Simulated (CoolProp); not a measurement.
The numbers come from the reference Helmholtz-energy equation of state, Polt 1992 in CoolProp. This equation is an older, rougher fit; its heat capacities, sound speeds and derivatives of the liquid may be far off and weren't checked against measurements.

Problem. Give the vapour pressure (bar), liquid density (kg/m³), enthalpy of vaporisation (kJ/kg), surface tension (mN/m) of saturated propyne at 381.3 K.

Solution. 
```csv
T (K),p (bar),liquid density (kg/m³),enthalpy of vaporisation (kJ/kg),surface tension (mN/m)
381.3,38.9,435,252,1.66
```

Surface tension comes from a separate correlation (Mulero 2012).
